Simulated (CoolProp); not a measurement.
Model: reference Helmholtz-energy equation of state, Span 1996, in CoolProp.

Problem. Give the vapour pressure (MPa), liquid density (kg/m³), vapour Z, liquid viscosity (µPa s) of saturated carbon dioxide at 254.5 K.

Solution. 
| T (K) | p (MPa) | liquid density (kg/m³) | vapour Z | liquid viscosity (µPa s) |
|---|---|---|---|---|
| 254.5 | 2.05 | 1030 | 0.791 | 137 |

Viscosity comes from a separate model (Laesecke 2017).
